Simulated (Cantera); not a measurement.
A Cantera script and its output.

```python
import numpy as np
import cantera as ct

gas = ct.Solution("gri30.yaml")
gas.TPX = 1825, 2666, {'CH4': 1, 'N2': 290}
reactor = ct.IdealGasConstPressureReactor(gas, energy="off", clone=False)
net = ct.ReactorNet([reactor])
net.rtol, net.atol = 1e-08, 1e-18
show = ['CH4', 'HCN', 'CH2', 'C2H4', 'C2H2', 'H2']
times = np.geomspace(1e-05, 7, 14)

steps = ct.SolutionArray(gas, extra=["t"])
rows = []
print(f"{'t/s':>10s}{'T/K':>9s}{'P/Pa':>11s}" + "".join(f"{s:>11s}" for s in show))
for t in times:
    while net.time < t:
        t_next = net.step()
        steps.append(gas.state, t=t_next)
    rows.append([np.interp(t, steps.t, y) for y in (steps.T, steps.P, *steps(*show).X.T)])
    print(f"{t:10.3e}{rows[-1][0]:9.1f}{rows[-1][1]:11.4g}" + "".join(f"{x:11.3e}" for x in rows[-1][2:]))
rate = np.gradient(steps.T, steps.t)
print("integrator steps:", len(steps.t))
if steps.T.max() > steps.T[0] + 200:
    print(f"time of steepest temperature rise: {steps.t[rate.argmax()]:.4e} s")
gas.TPX = 1825, 2666, {'CH4': 1, 'N2': 290}
gas.equilibrate("TP")
print(f"equilibrium (TP): T = {gas.T:.1f} K  " + "  ".join(f"{s} {gas[s].X[0]:.3e}" for s in show))
```

It prints:

```
       t/s      T/K       P/Pa        CH4        HCN        CH2       C2H4       C2H2         H2
 1.000e-05   1825.0       2666  3.436e-03  3.159e-17  9.482e-15  9.011e-16  1.829e-19  1.045e-09
 2.816e-05   1825.0       2666  3.436e-03  6.129e-16  1.598e-13  2.361e-14  1.318e-17  8.083e-09
 7.930e-05   1825.0       2666  3.436e-03  1.004e-14  3.128e-12  6.871e-13  1.064e-15  6.020e-08
 2.233e-04   1825.0       2666  3.435e-03  1.316e-13  6.101e-11  2.172e-11  9.226e-14  4.027e-07
 6.288e-04   1825.0       2666  3.431e-03  1.680e-12  9.626e-10  7.567e-10  9.005e-12  2.147e-06
 1.771e-03   1825.0       2666  3.418e-03  2.525e-11  9.197e-09  2.364e-08  8.283e-10  8.290e-06
 4.986e-03   1825.0       2666  3.383e-03  4.673e-10  5.540e-08  5.810e-07  6.085e-08  2.682e-05
 1.404e-02   1825.0       2666  3.262e-03  1.050e-08  2.726e-07  1.120e-05  3.618e-06  1.040e-04
 3.954e-02   1825.0       2666  2.625e-03  4.276e-07  1.072e-06  1.079e-04  1.458e-04  7.985e-04
 1.113e-01   1825.0       2666  9.835e-04  7.613e-06  1.284e-06  5.378e-05  1.073e-03  3.411e-03
 3.135e-01   1825.0       2666  2.050e-04  2.811e-05  6.046e-07  3.824e-06  1.567e-03  4.745e-03
 8.828e-01   1825.0       2666  2.784e-05  5.820e-05  1.636e-07  1.313e-07  1.664e-03  5.042e-03
 2.486e+00   1825.0       2666  1.716e-06  7.766e-05  1.449e-08  5.170e-09  1.672e-03  5.082e-03
 7.000e+00   1825.0       2666  7.917e-08  7.981e-05  1.005e-09  4.479e-09  1.672e-03  5.077e-03
integrator steps: 971
equilibrium (TP): T = 1825.0 K  CH4 2.479e-09  HCN 3.364e-03  CH2 8.375e-11  C2H4 7.694e-11  C2H2 2.924e-05  H2 5.041e-03
```

Model: GRI-Mech 3.0 (53 species, 325 reactions), integrated in Cantera. GRI-Mech 3.0 stops at C3 and has no aromatics, soot or wall deposition, so with more carbon than oxygen in the feed, carbon stays in small species such as C2H2 where larger ones or solid carbon would form. Radical loss at walls, strong at low pressure, is not modelled.
